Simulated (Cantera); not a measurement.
An adiabatic, constant-pressure homogeneous reactor starts with C3H8 : O2 : N2 = 1 : 5.95 : 22.4 (molar parts), equivalence ratio 0.84, at 1175 K and 380000 Pa. Integrator tolerance rtol = 1e-08.

Cantera simulation using GRI-Mech 3.0 (53 species, 325 reactions); the numbers are that mechanism's predictions, not measurements. GRI-Mech 3.0 was tuned for natural gas; its chemistry of propane as a main component is partial and can be far from experiment.

Task: What does this change do: pressure from 380000 Pa to 101000 Pa?

Result: 
```csv
quantity,before,after
time of steepest temperature rise,5.04 ms,10.3 ms
temperature at 0.100 s,2629 K,2566 K
equilibrium temperature,2629 K,2566 K
x(C3H8) at 0.100 s,<1e-12 (gas-phase equilibrium <1e-12),<1e-12 (gas-phase equilibrium <1e-12)
x(O2) at 0.100 s,0.0321 (gas-phase equilibrium 0.0321),0.0345 (gas-phase equilibrium 0.0345)
x(HCN) at 0.100 s,2.09e-10 (gas-phase equilibrium 2.09e-10),1.18e-10 (gas-phase equilibrium 1.18e-10)
x(NO) at 0.100 s,0.0107 (gas-phase equilibrium 0.0107),0.00999 (gas-phase equilibrium 0.00999)
x(N2O) at 0.100 s,1.11e-6 (gas-phase equilibrium 1.11e-6),5.34e-7 (gas-phase equilibrium 5.34e-7)
x(CH4) at 0.100 s,<1e-12 (gas-phase equilibrium <1e-12),<1e-12 (gas-phase equilibrium <1e-12)
```

Task: What does this change do: constant volume in place of constant pressure?

Result: 
```
quantity                                                              before                                    after
---------------------------------  -----------------------------------------  ---------------------------------------
time of steepest temperature rise                                    5.04 ms                                  4.79 ms
temperature at 0.100 s                                                2629 K                                   2866 K
equilibrium temperature                                               2629 K                                   2866 K
x(C3H8) at 0.100 s                     <1e-12 (gas-phase equilibrium <1e-12)    <1e-12 (gas-phase equilibrium <1e-12)
x(O2) at 0.100 s                       0.0321 (gas-phase equilibrium 0.0321)    0.0331 (gas-phase equilibrium 0.0331)
x(HCN) at 0.100 s                  2.09e-10 (gas-phase equilibrium 2.09e-10)  1.59e-9 (gas-phase equilibrium 1.59e-9)
x(NO) at 0.100 s                       0.0107 (gas-phase equilibrium 0.0107)    0.0153 (gas-phase equilibrium 0.0153)
x(N2O) at 0.100 s                    1.11e-6 (gas-phase equilibrium 1.11e-6)  2.56e-6 (gas-phase equilibrium 2.56e-6)
x(CH4) at 0.100 s                      <1e-12 (gas-phase equilibrium <1e-12)    <1e-12 (gas-phase equilibrium <1e-12)
```

Task: What does this change do: O2 5.95 to 3.4 parts?

Result: 
| quantity | before | after |
|---|---|---|
| time of steepest temperature rise | 5.04 ms | 7.64 ms |
| temperature at 0.100 s | 2629 K | 2248 K |
| equilibrium temperature | 2629 K | 2248 K |
| x(C3H8) at 0.100 s | <1e-12 (gas-phase equilibrium <1e-12) | <1e-12 (gas-phase equilibrium <1e-12) |
| x(O2) at 0.100 s | 0.0321 (gas-phase equilibrium 0.0321) | 3.91e-6 (gas-phase equilibrium 3.91e-6) |
| x(HCN) at 0.100 s | 2.09e-10 (gas-phase equilibrium 2.09e-10) | 3.87e-8 (gas-phase equilibrium 3.89e-8) |
| x(NO) at 0.100 s | 0.0107 (gas-phase equilibrium 0.0107) | 5.95e-5 (gas-phase equilibrium 5.98e-5) |
| x(N2O) at 0.100 s | 1.11e-6 (gas-phase equilibrium 1.11e-6) | 6.36e-9 (gas-phase equilibrium 6.37e-9) |
| x(CH4) at 0.100 s | <1e-12 (gas-phase equilibrium <1e-12) | 6.19e-12 (gas-phase equilibrium 6.94e-12) |
